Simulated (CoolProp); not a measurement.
A Linde-Hampson liquefier for oxygen: isothermal reversible compression at 280 K from 1 atm to 10 MPa, throttling to 1 atm, return gas leaving the recuperator 5 K below the feed. Each further row changes one setting.

Model: reference Helmholtz-energy equation of state, Schmidt 1985, in CoolProp.

| case | liquid yield per pass | compression work (kJ/kg of gas) |
|---|---|---|
| as stated | 0.059 | 328 |
| high pressure 20 MPa | 0.118 | 375 |
| warm-end temperature 310 K | 0.042 | 366 |
| warm-end gap 10 K | 0.047 | 328 |

Above 300 K oxygen's equation is extrapolated.
